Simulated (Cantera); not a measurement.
Ammonia decomposition in nitride growth gas

An isothermal, constant-pressure homogeneous reactor starts with 4.00 % NH₃, 96.0 % H₂, at 2325 K and 62000 Pa.

Model: the gas-phase N/H chemistry of the illustrative SiF4/NH3 mechanism in the Surface Chemkin manual (1991), integrated in Cantera. Walls and surfaces, which speed up NH3 decomposition in real reactors, are not modelled.

| t (s) | x NH₃ | x H₂ | x NH | x N₂H₄ | x N | x H |
|---|---|---|---|---|---|---|
| 5.00e-5 | 0.0399 | 0.959 | 1.15e-6 | 2.11e-10 | 3.24e-8 | 0.000627 |
| 0.000155 | 0.0396 | 0.958 | 1.02e-5 | 1.84e-9 | 8.57e-7 | 0.00187 |
| 0.000478 | 0.0375 | 0.957 | 4.20e-5 | 7.25e-9 | 7.43e-6 | 0.00394 |
| 0.00148 | 0.0275 | 0.962 | 4.35e-5 | 5.50e-9 | 9.13e-6 | 0.00469 |
| 0.00457 | 0.00971 | 0.969 | 3.20e-5 | 1.41e-9 | 9.72e-6 | 0.00680 |
| 0.0141 | 0.000521 | 0.967 | 6.57e-6 | 1.54e-11 | 3.92e-6 | 0.0132 |
| 0.0437 | 7.31e-5 | 0.967 | 1.01e-6 | <1e-12 | 6.31e-7 | 0.0138 |
| 0.135 | 1.97e-5 | 0.967 | 2.73e-7 | <1e-12 | 1.71e-7 | 0.0138 |
| 0.418 | 6.11e-6 | 0.967 | 8.46e-8 | <1e-12 | 5.28e-8 | 0.0138 |
| 1.29 | 2.11e-6 | 0.967 | 2.92e-8 | <1e-12 | 1.82e-8 | 0.0138 |
| 4.00 | 1.11e-6 | 0.967 | 1.54e-8 | <1e-12 | 9.60e-9 | 0.0138 |
x: mole fraction; the columns are a selection and need not sum to one.

Equilibrium at this temperature and pressure: NH₃ 1.03e-6, H₂ 0.967, NH 1.43e-8, N₂H₄ <1e-12, N 8.94e-9, H 0.0138 (gas phase only).
